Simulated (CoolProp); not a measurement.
Properties of cyclohexane along the isotherm 346.85 °C (Tc = 280.5 °C, pc = 40.81 bar, ω = 0.209).

Values from CoolProp's reference Helmholtz-energy equation of state, Zhou 2014.

```csv
p (bar),phase,cp (kJ/(kg K)),isothermal compressibility (1/MPa),expansivity (1/kK),viscosity (µPa s),fugacity coefficient
0.0645,gas,2.753,155.1,1.615,13.6,0.9996
0.132,gas,2.753,75.82,1.617,13.6,0.9992
0.272,gas,2.754,36.82,1.621,13.6,0.9984
0.559,gas,2.755,17.95,1.630,13.6,0.9968
1.15,gas,2.757,8.754,1.648,13.6,0.9933
2.36,gas,2.762,4.297,1.686,13.6,0.9864
4.84,gas,2.772,2.128,1.768,13.7,0.9721
9.94,gas,2.796,1.072,1.961,13.9,0.9431
20.4,gas,2.862,0.5670,2.486,14.6,0.8848
```

Viscosity comes from a separate model (Tariq 2014).
